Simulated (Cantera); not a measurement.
A closed system holds: 1 mol V, 20 mol N2O, 2.1 mol H2, 0.14 mol O2, held at 2.90 Pa.

These are equilibrium values from Cantera (NASA tables, ideal gas, pure condensed phases), not measurements of a reactor. Candidate condensed phases: H2O, V, VN, VO, V2O3, V2O4, V2O5; 28 gas species. Kinetics and transport are ignored.

x: gas mole fraction; nothing condenses.

```tsv
T (K)	x N2	x O	x O2	x H	x H2O	x VO2	x OH	x VO
1723	0.637	0.00531	0.253	0.000828	0.0636	0.0319	0.00483	4.60e-7
1873	0.627	(withheld)	0.241	(withheld)	(withheld)	0.0315	(withheld)	(withheld)
2023	0.599	0.0679	0.210	0.0250	0.0363	0.0301	0.0188	1.94e-5
2173	(withheld)	(withheld)	(withheld)	(withheld)	(withheld)	(withheld)	0.0188	(withheld)
2323	0.499	0.290	0.0758	0.0898	0.00124	0.0247	0.00937	0.000413
2473	0.471	0.375	0.0254	0.0951	8.70e-5	0.0217	0.00315	0.00193
2623	0.459	0.410	0.00730	0.0955	6.54e-6	0.0156	0.000992	0.00696
2773	0.451	0.427	0.00222	0.0945	6.06e-7	0.00610	0.000335	0.0120
```

Some entries are withheld; supply them.


- 1873, x O: 0.0215
- 1873, x H: 0.00559
- 1873, x H2O: 0.0556
- 1873, x OH: 0.0111
- 1873, x VO: 3.44e-6
- 2173, x N2: 0.549
- 2173, x O: 0.164
- 2173, x O2: 0.151
- 2173, x H: 0.0644
- 2173, x H2O: 0.0113
- 2173, x VO2: 0.0276
- 2173, x VO: 9.07e-5
